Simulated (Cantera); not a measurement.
Charge: 1 mol Fe2O3, 1.6 mol CH4, 0.72 mol H2, 1.2 mol C, equilibrated at 1.20 Torr.

Method: chemical equilibrium by Gibbs-energy minimisation in Cantera with the NASA 1993 tables (ideal gas, pure condensed phases). Candidate condensed phases: C, C6H6, C7H8, C8H18, Fe, Fe(CO)5, FeO, Fe(OH)2, Fe(OH)3, Fe2O3, Fe3O4, H2O; 114 gas species. The numbers say what is thermodynamically allowed, not how fast it happens.

Problem. Which condensed phases are stable at each of these points (T (K)): 848, 948, 1048, 1148, 1248, 1348, 1448, 1548, 1648, 1748, 1848, 1948, 2048, 2148?

Solution. 
```
T (K)  condensed phases  Fe condensed (%)
-----  ----------------  ----------------
848               Fe(α)             100.0
948               Fe(α)             100.0
1048              Fe(α)             100.0
1148              Fe(α)             100.0
1248              Fe(γ)             100.0
1348              Fe(γ)             100.0
1448              Fe(γ)             100.0
1548              Fe(γ)              99.9
1648              Fe(γ)              99.5
1748              Fe(δ)              97.1
1848              Fe(l)              87.5
1948              Fe(l)              51.4
2048           gas only               0.0
2148           gas only               0.0
```

From 848 K to 1148 K the condensed part is Fe(α). From 1248 K to 1648 K the condensed part is Fe(γ). At 1748 K the condensed part is Fe(δ). From 1848 K to 1948 K the condensed part is Fe(l). From 2048 K to 2148 K nothing is condensed.
